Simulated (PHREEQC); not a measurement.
Dissolve 62 mmol/kgw CdCl2, 74 mmol/kgw ZnCl2, 120 mmol/kgw HCl and 0.12 mmol/kgw NaCl at 5 °C. Closed to the air; pH follows from the charge balance.

The numbers come from PHREEQC with the ion-association model, phreeqc.dat.

No solid was allowed to form.

Problem. Order these Zn species by the share of Zn that they hold, largest first: ZnCl+, Zn+2, ZnCl2, ZnCl3-.

Solution. Zn+2 (92 %), ZnCl+ (7.2 %), ZnCl2 (0.88 %), ZnCl3- (0.29 %)

Problem. Order these Cd species by the share of Cd that they hold, largest first: CdCl3-, Cd+2, CdCl+, CdCl2.

Solution. CdCl+ (57 %), CdCl2 (31 %), Cd+2 (7.8 %), CdCl3- (4.2 %)

The pH is 1.03 and the ionic strength 0.379 mol/kgw. Constants without temperature data keep their 25 °C values here.
